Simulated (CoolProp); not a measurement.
A single-stage vapour-compression cycle with R134a: evaporating at 285.15 K (dew point), condensing at 340.15 K (bubble point), superheat 5 K, subcooling 8 K, compressor efficiency 0.9, no pressure losses. Each further row changes one setting.

Values from CoolProp's reference Helmholtz-energy equation of state, Tillner-Roth 1994.

```json
[
 {"case": "as stated", "cooling COP": "[?]", "pressure ratio": "4.47", "discharge temperature (K)": "352.6", "refrigerating effect (kJ/kg)": "125", "volumetric capacity (kJ/m³)": "2620"},
 {"case": "evaporating temperature 290.15 K", "cooling COP": "4.06", "pressure ratio": "3.80", "discharge temperature (K)": "351.7", "refrigerating effect (kJ/kg)": "127", "volumetric capacity (kJ/m³)": "3130"},
 {"case": "condensing temperature 335.15 K", "cooling COP": "4.06", "pressure ratio": "3.98", "discharge temperature (K)": "347.0", "refrigerating effect (kJ/kg)": "[?]", "volumetric capacity (kJ/m³)": "2780"},
 {"case": "subcooling 13 K", "cooling COP": "[?]", "pressure ratio": "4.47", "discharge temperature (K)": "352.6", "refrigerating effect (kJ/kg)": "133", "volumetric capacity (kJ/m³)": "2780"},
 {"case": "superheat 15 K", "cooling COP": "[?]", "pressure ratio": "4.47", "discharge temperature (K)": "361.6", "refrigerating effect (kJ/kg)": "134", "volumetric capacity (kJ/m³)": "[?]"},
 {"case": "compressor efficiency 0.8", "cooling COP": "3.14", "pressure ratio": "4.47", "discharge temperature (K)": "356.0", "refrigerating effect (kJ/kg)": "125", "volumetric capacity (kJ/m³)": "2620"}
]
```

Question: What belongs in the gaps?

Answer: 
- as stated, cooling COP: 3.53
- condensing temperature 335.15 K, refrigerating effect (kJ/kg): 132
- subcooling 13 K, cooling COP: 3.76
- superheat 15 K, cooling COP: 3.58
- superheat 15 K, volumetric capacity (kJ/m³): 2680
